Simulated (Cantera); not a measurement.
An isothermal, constant-pressure homogeneous reactor starts with 32.6 % H2, 23.3 % O2, 44.2 % N2, at 1373 K and 0.510 bar.

Detailed kinetics in Cantera: the H2/O2 subset of GRI-Mech 3.0, which has no nitrogen chemistry. The temperature is held fixed by assumption; the heat of reaction is taken as removed at once.

x: mole fraction; the columns are a selection and need not sum to one.

```
t (s)        x H2    x O2      x OH   x H2O2    x HO2
--------  -------  ------  --------  -------  -------
1.00e-5     0.326   0.233   1.90e-6  1.08e-8  9.01e-7
5.01e-5    0.0359  0.0975    0.0119  6.87e-6  6.23e-5
0.000251        ?  0.0834         ?        ?        ?
0.00126   8.27e-5  0.0832  0.000468  4.05e-7  2.92e-6
0.00632   6.09e-6  0.0833  0.000144  6.20e-8  2.83e-7
0.0317    1.04e-6  0.0833   6.09e-5  1.35e-8  7.39e-8
0.159     5.66e-7  0.0833   4.36e-5  7.52e-9  6.02e-8
0.796     5.63e-7  0.0833   4.34e-5  7.47e-9  6.01e-8
3.99      5.63e-7  0.0833   4.34e-5  7.47e-9  6.01e-8
20.0      5.63e-7  0.0833   4.34e-5  7.47e-9  6.01e-8
```

Task: What belongs in the gaps?

Result: 
- 0.000251, x H2: 0.00247
- 0.000251, x OH: 0.00247
- 0.000251, x H2O2: 3.08e-6
- 0.000251, x HO2: 3.56e-5
